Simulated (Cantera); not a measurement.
Input (Python, Cantera):

```python
import numpy as np
import cantera as ct

gas = ct.Solution("gri30.yaml")
gas.TPX = 1850, 1333, {'NO': 1, 'N2': 0.17}
reactor = ct.IdealGasConstPressureReactor(gas, energy="off", clone=False)
net = ct.ReactorNet([reactor])
net.rtol, net.atol = 1e-08, 1e-18
show = ['NO', 'O', 'O2', 'NO2', 'N2']
times = np.geomspace(1e-05, 6, 9)

steps = ct.SolutionArray(gas, extra=["t"])
rows = []
print(f"{'t/s':>10s}{'T/K':>9s}{'P/Pa':>11s}" + "".join(f"{s:>11s}" for s in show))
for t in times:
    while net.time < t:
        t_next = net.step()
        steps.append(gas.state, t=t_next)
    rows.append([np.interp(t, steps.t, y) for y in (steps.T, steps.P, *steps(*show).X.T)])
    print(f"{t:10.3e}{rows[-1][0]:9.1f}{rows[-1][1]:11.4g}" + "".join(f"{x:11.3e}" for x in rows[-1][2:]))
rate = np.gradient(steps.T, steps.t)
print("integrator steps:", len(steps.t))
if steps.T.max() > steps.T[0] + 200:
    print(f"time of steepest temperature rise: {steps.t[rate.argmax()]:.4e} s")
gas.TPX = 1850, 1333, {'NO': 1, 'N2': 0.17}
gas.equilibrate("TP")
print(f"equilibrium (TP): T = {gas.T:.1f} K  " + "  ".join(f"{s} {gas[s].X[0]:.3e}" for s in show))
```

Output:

```
       t/s      T/K       P/Pa         NO          O         O2        NO2         N2
 1.000e-05   1850.0       1333  8.547e-01  3.485e-08  1.377e-12  2.938e-12  1.453e-01
 5.276e-05   1850.0       1333  8.547e-01  1.838e-07  3.877e-11  8.265e-11  1.453e-01
 2.783e-04   1850.0       1333  8.547e-01  9.692e-07  1.080e-09  2.291e-09  1.453e-01
 1.468e-03   1850.0       1333  8.547e-01  5.097e-06  2.976e-08  6.145e-08  1.453e-01
 7.746e-03   1850.0       1333  8.546e-01  2.658e-05  8.564e-07  1.482e-06  1.453e-01
 4.086e-02   1850.0       1333  8.544e-01  1.293e-04  3.380e-05  1.727e-05  1.454e-01
 2.156e-01   1850.0       1333  8.526e-01  2.637e-04  7.813e-04  3.031e-05  1.461e-01
 1.137e+00   1850.0       1333  8.427e-01  2.968e-04  5.668e-03  3.976e-05  1.510e-01
 6.000e+00   1850.0       1333  7.890e-01  4.113e-04  3.242e-02  7.374e-05  1.779e-01
integrator steps: 428
equilibrium (TP): T = 1850.0 K  NO 5.944e-03  O 1.094e-03  O2 4.236e-01  NO2 2.205e-06  N2 5.694e-01
```

Model: GRI-Mech 3.0 (53 species, 325 reactions), integrated in Cantera. Radical loss at walls, strong at low pressure, is not modelled.
